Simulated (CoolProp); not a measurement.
Computed with CoolProp (reference Helmholtz-energy equation of state, Leachman 2009).

Task: For normal hydrogen, give the phase and the viscosity (µPa s) at 75 K and 1.01 bar; 128.6 K and 1.01 bar.

Result: 
- 75 K and 1.01 bar: gas; viscosity 3.32
- 128.6 K and 1.01 bar: gas; viscosity 4.94

Viscosity comes from a separate model (Muzny 2013).
